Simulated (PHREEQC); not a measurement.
Solution (25 °C): 0.75 mmol/kgw KOH. Closed to the air; pH follows from the charge balance.

Model: ion-association model, phreeqc.dat, run in PHREEQC.

This is a speciation only: nothing precipitates in the calculation.

Estimate the pH, specific conductance.

pH 10.86; specific conductance 199 µS/cm.
